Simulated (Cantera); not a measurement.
Equilibrium for metals in furnace atmospheres: Pb + O₂ + H₂

Input: 1 mol Pb, 0.028 mol O₂, 2 mol H₂, at 100 Torr.

Cantera equilibrium calculation (NASA polynomials, part measured and part estimated; ideal gas, pure solids and liquids). Candidate condensed phases: H₂O, Pb, PbO, PbO₂, Pb₃O₄; 12 gas species. The numbers say what is thermodynamically allowed, not how fast it happens.

```
T (K)   x H₂      x Pb   x H₂O       x H     x Pb₂     x PbO      x OH  n Pb(l)
-----  -----  --------  ------  --------  --------  --------  --------  -------
998    0.972  0.000116  0.0280   5.81e-9  3.55e-10  9.00e-12    <1e-12    1.000
1048   0.972  0.000335  0.0280   2.09e-8   2.09e-9  5.24e-11  1.89e-12    0.999
1098   0.971  0.000876  0.0280   6.68e-8   1.04e-8  2.60e-10  8.47e-12    0.998
1148   0.970   0.00210  0.0279   1.93e-7   4.49e-8   1.12e-9  3.33e-11    0.996
1198   0.967   0.00468  0.0279   5.12e-7   1.71e-7   4.26e-9  1.17e-10    0.991
1248   0.963   0.00975  0.0277   1.25e-6   5.81e-7   1.46e-8  3.69e-10    0.980
1298   0.953    0.0192  0.0275   2.87e-6   1.79e-6   4.53e-8   1.07e-9    0.961
1348   0.937    0.0358  0.0270   6.13e-6   5.08e-6   1.29e-7   2.85e-9    0.926
1398   0.910    0.0639  0.0262   1.24e-5   1.33e-5   3.42e-7   7.02e-9    0.863
1448   0.866     0.109  0.0249   2.35e-5   3.25e-5   8.45e-7   1.61e-8    0.754
1498   0.796     0.181  0.0229   4.20e-5   7.47e-5   1.96e-6   3.43e-8    0.559
1548   0.691     0.288  0.0199   7.01e-5  0.000162   4.32e-6   6.75e-8    0.188
1598   0.648     0.333  0.0187  0.000117  0.000186   6.74e-6   1.32e-7        0
1648   0.648     0.333  0.0187  0.000196  0.000162   8.93e-6   2.54e-7        0
```
x: gas mole fraction; n: condensed amount in mol.

From 998 K to 1548 K the condensed part is Pb(l). From 1598 K to 1648 K nothing is condensed. The main Pb-bearing gas is Pb throughout.
